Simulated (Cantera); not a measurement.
Input: 1 mol SiF4, 0.75 mol C2H2, 1500 mol H2, equilibrated at 2398 K and 10000 Pa.

Cantera equilibrium calculation (NASA polynomials, part measured and part estimated; ideal gas, pure solids and liquids). Candidate condensed phases: C, C6H6, C7H8, C8H18, Si, SiC; 113 gas species. The tables' values for SiF are old estimates; treat these amounts as uncertain. Gases not in the tables: Si2H6 and higher silanes. Rates play no part.

Base state: H2 0.948, H 0.0485, HF 0.00257, Si 0.000544, C2H2 (acetylene) 0.000472, SiH 5.20e-5, SiF 1.84e-5, SiH2 1.68e-5 (mole fractions); condensed: gas only.

Q: What changes in the equilibrium state with this change: temperature from 2398 K to 1998 K?

A: 
```csv
species,before,after
H2,0.948,0.992
H,0.0485,0.00505
HF,0.00257,0.00254
Si,0.000544,4.32e-5
SiF2,4.89e-6,4.84e-5
SiH,5.20e-5,9.27e-6
CH4,4.30e-6,2.25e-5
C2H2 (acetylene),0.000472,0.000216
"SiC(s), mol",0,0.807
```
The tables' values for SiF2, SiF are old estimates; treat these amounts as uncertain.

Q: What changes in the equilibrium state with this change: pressure from 10000 Pa to 133 Pa?

A: 
| species | before | after |
|---|---|---|
| H2 | 0.948 | 0.649 |
| H | 0.0485 | 0.348 |
| HF | 0.00257 | 0.00219 |
| Si | 0.000544 | 0.000533 |
| SiH2 | 1.68e-5 | 1.50e-7 |
| SiH | 5.20e-5 | 4.87e-6 |
| SiF | 1.84e-5 | 2.15e-6 |
